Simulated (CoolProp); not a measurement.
Vapour-liquid equilibrium of CHF3 (R23) (1) + R227EA (2) at 229.6 K; x and y are mole fractions of (1).

Model: multi-fluid Helmholtz-energy mixture model, Penoncello 2003 and Lemmon 2016; pair parameters Bell 2016, in CoolProp.

Give the bubble pressure and the first vapour's composition at x = 0.15, 0.35, 0.55. Is there an azeotrope?

x = 0.15: 1.223 bar, y = 0.807; x = 0.35: 2.535 bar, y = 0.923; x = 0.55: 3.691 bar, y = 0.958. No azeotrope shows between x = 0.05 and 0.95.

Pair parameters are fitted to limited data, so mixtures are less certain than the pure fluids. The gap from Raoult's law changes sign with composition, which may be real or a fault of the pair parameters; it wasn't checked against measurements.
